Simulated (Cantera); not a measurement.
A freely propagating, adiabatic, planar premixed flame of 31.6 % H₂, 14.4 % O₂, 54.0 % N₂, unburnt at 650 K and 728 Torr; unity-Lewis-number transport, grid criteria slope 0.08 and curve 0.16, no radiation.

Detailed kinetics in Cantera: the H2/O2 subset of GRI-Mech 3.0, which has no nitrogen chemistry. Unity Lewis numbers drop preferential diffusion, which matters most where H2 and H carry the flame. Burning velocities carry a grid error of a few per cent, more on coarse grids.

x: mole fraction of selected species; z is measured from the peak of heat release.

```
z (mm)   T (K)  u (m/s)    x H₂     x O₂    x H₂O      x H      x O     x OH
-------  -----  -------  ------  -------  -------  -------  -------  -------
-1.17      650     5.97   0.316    0.144    <1e-8    <1e-8    <1e-8    <1e-8
-0.777     650     5.97   0.316    0.144  1.72e-7    <1e-8    <1e-8    <1e-8
-0.583     650     5.97   0.316    0.144      ___    <1e-8    <1e-8    <1e-8
-0.389     650     5.97   0.316    0.144  3.16e-5  1.10e-8  1.91e-8    <1e-8
-0.194     673     6.16   0.313    0.142  0.00290  6.27e-5  1.16e-5  1.13e-5
-0.0971    ___     7.86     ___      ___      ___      ___      ___      ___
0         1318     11.6   0.158   0.0725    0.143   0.0515  0.00654  0.00469
0.0971    1609     13.9  0.0738   0.0315    0.218   0.0771   0.0130   0.0119
0.194     1754     15.0  0.0638   0.0233    0.234   0.0687   0.0133   0.0153
0.389     1915     16.1  0.0632   0.0194    0.246   0.0537   0.0113   0.0177
0.777     2083     17.3  0.0615   0.0157    0.259   0.0390  0.00866   0.0190
1.55      2244     18.4  0.0579   0.0120    0.273   0.0267  0.00597   0.0187
3.11      2384     19.3  0.0529  0.00856    0.288   0.0173  0.00373   0.0170
```

Task: Some entries are withheld; supply them.

Result: 
- -0.583, x H₂O: 1.62e-6
- -0.0971, T (K): 868
- -0.0971, x H₂: 0.285
- -0.0971, x O₂: 0.129
- -0.0971, x H₂O: 0.0329
- -0.0971, x H: 0.00501
- -0.0971, x O: 0.000472
- -0.0971, x OH: 0.000486
